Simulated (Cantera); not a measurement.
Predominance diagram of Li at 1050 K against the partial pressures of O₂ and Cl₂ (log10, bar). Cantera with NASA thermochemical tables; ideal gases at 1 bar, condensed phases pure. Candidates: Li(l), LiCl(l), Li₂O(s). Only these pure phases compete in this equilibrium. Not in the tables: the peroxide.

```
log p(Cl₂) \ log p(O₂)
        columns: -20, -18.8, -17.5, -16.2, -15, -13.8, -12.5, -11.2, -10, -8.8, -7.5, -6.2, -5, -3.8, -2.5, -1.2, 0
      0  A A A A A A A A A A A A A A A A A
   -1.4  A A A A A A A A A A A A A A A A A
   -2.8  A A A A A A A A A A A A A A A A A
   -4.2  A A A A A A A A A A A A A A A A A
   -5.6  A A A A A A A A A A A A A A A A A
     -7  A A A A A A A A A A A A A A A A A
   -8.4  A A A A A A A A A A A A A A A A A
   -9.8  A A A A A A A A A A A A A A A A B
  -11.2  A A A A A A A A A A A A A A B B B
  -12.6  A A A A A A A A A A A A B B B B B
    -14  A A A A A A A A A A B B B B B B B
```

A: LiCl(l); B: Li₂O(s).
